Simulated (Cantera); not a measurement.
A Cantera script and what it prints.

```python
import numpy as np
import cantera as ct

gas_names = """
    N NO NO2 NO3 N2 N2O O O2 O3 Si SiN SiO SiO2 Si2 Si2N Si3
""".split()
cond_names = """
    Si(cr) Si(L) SiO2(Lqz) SiO2(hqz) SiO2(L) Si2N2O(s) Si3N4(a)
""".split()


# ... load() reads the species with a 1 bar reference pressure and builds the phases ...
atoms = {
    'Si': {'Si': 1},
    'O2': {'O': 2},
    'N2': {'N': 2},
}
top_T = {'Si2N2O(s)': 2100, 'Si3N4(a)': 2400}  # K; cautious upper limits of use, not melting points


# ... equilibrate(T, P, feed) seeds the gas with the atoms and calls Mixture.equilibrate('TP', solver="vcs", rtol=1e-11, max_steps=5000) ...
results = []
P = 750  # Pa
for T in [998, 1098, 1198, 1298, 1398, 1498, 1598, 1698, 1798, 1898]:
    for m in [110, 150, 190, 250, 330, 440, 580, 760]:
        feed = {'Si': 1, 'O2': 0.095, 'N2': m}  # mol
        mix = equilibrate(T, P, feed)
        results.append((T, P, feed, dict(zip(mix.species_names, mix.species_moles))))

for T, P, feed, n in results:
    print(f"{T:7g} {feed['N2']:10.4g}  " + (" + ".join(c for c in cond_names if n.get(c, 0) > 1e-12) or "gas only"))
```

It prints:

```
    998        110  Si2N2O(s) + Si3N4(a)
    998        150  Si2N2O(s) + Si3N4(a)
    998        190  Si2N2O(s) + Si3N4(a)
    998        250  Si2N2O(s) + Si3N4(a)
    998        330  Si2N2O(s) + Si3N4(a)
    998        440  Si2N2O(s) + Si3N4(a)
    998        580  Si2N2O(s) + Si3N4(a)
    998        760  Si2N2O(s) + Si3N4(a)
   1098        110  Si2N2O(s) + Si3N4(a)
   1098        150  Si2N2O(s) + Si3N4(a)
   1098        190  Si2N2O(s) + Si3N4(a)
   1098        250  Si2N2O(s) + Si3N4(a)
   1098        330  Si2N2O(s) + Si3N4(a)
   1098        440  Si2N2O(s) + Si3N4(a)
   1098        580  Si2N2O(s) + Si3N4(a)
   1098        760  Si2N2O(s) + Si3N4(a)
   1198        110  Si2N2O(s) + Si3N4(a)
   1198        150  Si2N2O(s) + Si3N4(a)
   1198        190  Si2N2O(s) + Si3N4(a)
   1198        250  Si2N2O(s) + Si3N4(a)
   1198        330  Si2N2O(s) + Si3N4(a)
   1198        440  Si2N2O(s) + Si3N4(a)
   1198        580  Si2N2O(s) + Si3N4(a)
   1198        760  Si2N2O(s) + Si3N4(a)
   1298        110  Si2N2O(s) + Si3N4(a)
   1298        150  Si2N2O(s) + Si3N4(a)
   1298        190  Si2N2O(s) + Si3N4(a)
   1298        250  Si2N2O(s) + Si3N4(a)
   1298        330  Si2N2O(s) + Si3N4(a)
   1298        440  Si2N2O(s) + Si3N4(a)
   1298        580  Si2N2O(s) + Si3N4(a)
   1298        760  Si2N2O(s) + Si3N4(a)
   1398        110  Si2N2O(s) + Si3N4(a)
   1398        150  Si2N2O(s) + Si3N4(a)
   1398        190  Si2N2O(s) + Si3N4(a)
   1398        250  Si2N2O(s) + Si3N4(a)
   1398        330  Si2N2O(s) + Si3N4(a)
   1398        440  Si2N2O(s) + Si3N4(a)
   1398        580  Si2N2O(s) + Si3N4(a)
   1398        760  Si2N2O(s) + Si3N4(a)
   1498        110  Si2N2O(s) + Si3N4(a)
   1498        150  Si2N2O(s) + Si3N4(a)
   1498        190  Si2N2O(s) + Si3N4(a)
   1498        250  Si2N2O(s) + Si3N4(a)
   1498        330  Si2N2O(s) + Si3N4(a)
   1498        440  Si2N2O(s) + Si3N4(a)
   1498        580  Si2N2O(s) + Si3N4(a)
   1498        760  Si2N2O(s) + Si3N4(a)
   1598        110  Si2N2O(s) + Si3N4(a)
   1598        150  Si2N2O(s) + Si3N4(a)
   1598        190  Si2N2O(s) + Si3N4(a)
   1598        250  Si2N2O(s) + Si3N4(a)
   1598        330  Si2N2O(s) + Si3N4(a)
   1598        440  Si2N2O(s) + Si3N4(a)
   1598        580  Si3N4(a)
   1598        760  Si3N4(a)
   1698        110  Si3N4(a)
   1698        150  Si3N4(a)
   1698        190  Si3N4(a)
   1698        250  Si3N4(a)
   1698        330  Si3N4(a)
   1698        440  Si3N4(a)
   1698        580  Si3N4(a)
   1698        760  Si3N4(a)
   1798        110  Si(L)
   1798        150  Si(L)
   1798        190  Si(L)
   1798        250  Si(L)
   1798        330  Si(L)
   1798        440  Si(L)
   1798        580  Si(L)
   1798        760  Si(L)
   1898        110  Si(L)
   1898        150  Si(L)
   1898        190  Si(L)
   1898        250  Si(L)
   1898        330  Si(L)
   1898        440  gas only
   1898        580  gas only
   1898        760  gas only
```

These are equilibrium values from Cantera (NASA tables, ideal gas, pure condensed phases), not measurements of a reactor. N2 is the only nitrogen source here; it is nearly inert below about 1500 K, so the nitride shown seldom forms there in practice. Mutual solubility and eutectic melting of coexisting phases are not modelled.
